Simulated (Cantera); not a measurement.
## Counterflow diffusion flame

A counterflow diffusion flame at 1.09 atm, nozzles 20 mm apart: fuel side 100 % C3H8 at 448 K, oxidiser side 26.0 % O2, 74.0 % N2 at 498 K, fuel mass flux 1.5 times the oxidiser's; mixture-averaged transport, no radiation.

Detailed kinetics in Cantera: GRI-Mech 3.0 (53 species, 325 reactions). GRI-Mech 3.0 was tuned for natural gas; its chemistry of propane as a main component is partial and can be far from experiment. GRI-Mech 3.0 has no aromatics or soot, which form on the fuel side of real flames. The maximum strain rate includes the flame's own expansion and is several times the mean.

| oxidiser flux (kg/m²/s) | max strain (1/s) | mean strain (1/s) | T max (K) | peak x OH | peak x H | peak x NO | peak x CO | peak x C2H2 |
|---|---|---|---|---|---|---|---|---|
| 0.28 | 243 | 34.3 | 2309 | 0.0124 | 0.00563 | 0.000533 | 0.100 | 0.0547 |
| 0.39 | 328 | 47.7 | 2284 | 0.0124 | 0.00595 | 0.000483 | 0.0987 | 0.0531 |
| 0.54 | 443 | 66.1 | 2263 | 0.0123 | 0.00629 | 0.000442 | 0.0973 | 0.0514 |
| 0.77 | 614 | 94.2 | 2241 | 0.0123 | 0.00667 | 0.000401 | 0.0959 | 0.0495 |
| 1.1 | 854 | 135 | 2221 | 0.0123 | 0.00709 | 0.000364 | 0.0949 | 0.0477 |
| 1.5 | 1140 | 184 | 2200 | 0.0121 | 0.00740 | 0.000326 | 0.0939 | 0.0458 |
| 2.1 | 1550 | 257 | 2176 | 0.0118 | 0.00771 | 0.000284 | 0.0931 | 0.0435 |
| 3 | 2140 | 367 | 2147 | 0.0114 | 0.00798 | 0.000238 | 0.0925 | 0.0407 |
| 4.2 | 2910 | 514 | 2117 | 0.0109 | 0.00812 | 0.000193 | 0.0924 | 0.0378 |
| 6 | 4040 | 734 | 2079 | 0.0102 | 0.00812 | 0.000144 | 0.0930 | 0.0339 |
x: mole fraction; the columns are a selection and need not sum to one.
